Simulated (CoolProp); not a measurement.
Methanol along the isotherm 498.3 K: fugacity coefficient from the reference equation and from simpler models built on Tc = 513.4 K, pc = 8216 kPa, ω = 0.565; each cubic takes its own stable root.

Computed with CoolProp (reference Helmholtz-energy equation of state, de Reuck 1993).

```csv
p (kPa),phase,reference
880,gas,0.9618
1760,gas,0.9224
2640,gas,0.8817
3520,gas,0.8398
4400,gas,0.7967
5280,gas,0.7526
6160,gas,0.7058
7040,liquid,0.6334
7920,liquid,0.5710
8800,liquid,0.5210
9680,liquid,0.4800
10600,liquid,0.4444
11400,liquid,0.4181
12300,liquid,0.3926
```

Question: How far does each simpler model (van der Waals, Redlich-Kwong, Peng-Robinson) lie from the reference over these 14 states: mean and median of the absolute difference, and the worst?

Answer: 
- van der Waals: mean 11.6 %, median 10.8 %, worst +24.5 % at 498.3 K and 12300 kPa
- Redlich-Kwong: mean 5.8 %, median 5.6 %, worst +13.1 % at 498.3 K and 12300 kPa
- Peng-Robinson: mean 1.4 %, median 1.5 %, worst +2.8 % at 498.3 K and 12300 kPa

At some of these states van der Waals gives the other phase, because its saturation line lies elsewhere.
